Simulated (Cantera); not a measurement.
## ZrO2 + H2 (hydrogen reduction and annealing atmospheres)

Input: 1 mol ZrO2, a varied amount of H2, equilibrated at 2025 K and 0.0940 bar.

Cantera equilibrium calculation (NASA polynomials, part measured and part estimated; ideal gas, pure solids and liquids). Candidate condensed phases: H2O, Zr, ZrO2; 12 gas species. Mutual solubility and eutectic melting of coexisting phases are not modelled. Condensed phases not in the tables: N, O or C dissolved in the metal. Rates play no part.

```
n(H2) (mol)   x H2      x H    x H2O    x ZrO  n ZrO2(tetragonal)   n Zr(β)
-----------  -----  -------  -------  -------  ------------------  --------
150          0.994  0.00626  1.32e-6  8.68e-7               1.000         0
190          0.994  0.00626  1.32e-6  8.68e-7               1.000         0
240          0.994  0.00626  1.32e-6  8.68e-7               1.000         0
310          0.994  0.00626  1.32e-6  8.68e-7               1.000         0
400          0.994  0.00626  1.32e-6  8.68e-7               1.000         0
520          0.994  0.00626  1.32e-6  8.68e-7               0.999         0
660          0.994  0.00626  1.32e-6  8.68e-7               0.999  0.000121
```
x: gas mole fraction; n: condensed amount in mol.

From 150 mol H2 to 520 mol H2 the condensed part is ZrO2(tetragonal). At 660 mol H2 the condensed part is Zr(β) + ZrO2(tetragonal). The main Zr-bearing gas is ZrO throughout.
